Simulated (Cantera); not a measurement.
Abatement and gas-phase synthesis: N₂O + H₂

Input: 1 mol N₂O, a varied amount of H₂, at 975 °C and 45.8 Torr.

Equilibrium computed with Cantera from the NASA thermochemical tables; the gas is ideal and each condensed phase is pure. Candidate condensed phases: H₂O; 24 gas species. Rates play no part.

| n(H₂) (mol) | log p N₂ | log p H₂ | log p H₂O | log p O₂ | log p NO |
|---|---|---|---|---|---|
| 0.38 | -1.44 | -8.37 | -1.86 | -1.95 | -4.86 |
| 0.65 | -1.48 | -8.03 | -1.66 | -2.23 | -5.02 |
| 0.92 | -1.51 | -7.57 | -1.54 | -2.91 | -5.37 |
| 1.2 | -1.56 | -2.26 | -1.56 | <-13 | -10.72 |
| 1.5 | -1.61 | -1.91 | -1.61 | <-13 | -11.15 |
| 1.7 | -1.65 | -1.80 | -1.65 | <-13 | -11.31 |
| 2 | -1.69 | -1.69 | -1.69 | <-13 | -11.49 |
| 2.3 | -1.73 | -1.62 | -1.73 | <-13 | -11.62 |
| 2.6 | -1.77 | -1.57 | -1.77 | <-13 | -11.73 |
| 2.8 | -1.79 | -1.54 | -1.79 | <-13 | -11.80 |
| 3.1 | -1.83 | -1.51 | -1.83 | <-13 | -11.88 |
| 3.4 | -1.86 | -1.48 | -1.86 | <-13 | -11.95 |
log p: log10 of the partial pressure in bar; nothing condenses.

From 0.38 mol H₂ to 3.4 mol H₂ nothing is condensed.
